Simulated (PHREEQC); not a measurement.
Consider water at 25 °C with 0.15 mol/kgw NiSO4, 0.0085 mol/kgw CuCl2 and 0.00082 mol/kgw HCl. Closed to the air; pH follows from the charge balance.

Computed with PHREEQC (ion-association model, wateq4f.dat).

pH: 3.66
ionic strength: 0.318 mol/kgw
total alkalinity: -0.820 meq/kg

```
species     molality  activity   log γ
----------  --------  --------  ------
Ni+2          0.0770    0.0221  -0.541
SO4-2         0.0729    0.0179  -0.610
NiSO4         0.0718    0.0773   0.032
Cl-           0.0169    0.0114  -0.170
Cu+2         0.00429   0.00122  -0.545
CuSO4        0.00415   0.00447   0.032
NiCl+       0.000866  0.000634  -0.135
HSO4-       0.000542  0.000378  -0.157
H+          0.000278  0.000217  -0.108
Ni(SO4)2-2  0.000258   7.43e-5  -0.541
CuCl+        5.49e-5   3.75e-5  -0.165
NiCl2        2.44e-5   2.63e-5   0.032
CuCl2        2.13e-7   2.30e-7   0.032
CuOH+        8.21e-8   5.61e-8  -0.165
```

Precipitation was switched off in this run.
